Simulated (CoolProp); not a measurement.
A Linde-Hampson liquefier for ethane: isothermal reversible compression at 320 K from 1 atm to 15 MPa, throttling to 1 atm, return gas leaving the recuperator 0 K below the feed. Each further row changes one setting.

Computed with CoolProp (reference Helmholtz-energy equation of state, Bücker 2006).

```tsv
case	liquid yield per pass	compression work (kJ/kg of gas)
as stated	0.457	353
high pressure 30 MPa	0.467	390
warm-end temperature 350 K	0.359	414
warm-end gap 5 K	0.450	353
```
